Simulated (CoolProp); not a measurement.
The numbers come from the reference Helmholtz-energy equation of state, Thol 2016 in CoolProp.

### Question
For hexamethyldisiloxane (MM), give the phase and the density (kg/m³), cp (kJ/(kg K)), isothermal compressibility (1/MPa), expansivity (1/kK) at 249.25 °C and 0.527 MPa; 249.25 °C and 4.83 MPa.

### Answer
- 249.25 °C and 0.527 MPa: gas; density 21.9, cp 2.12, isothermal compressibility 2.13, expansivity 2.77
- 249.25 °C and 4.83 MPa: supercritical; density 485, cp 2.56, isothermal compressibility 0.0349, expansivity 3.94
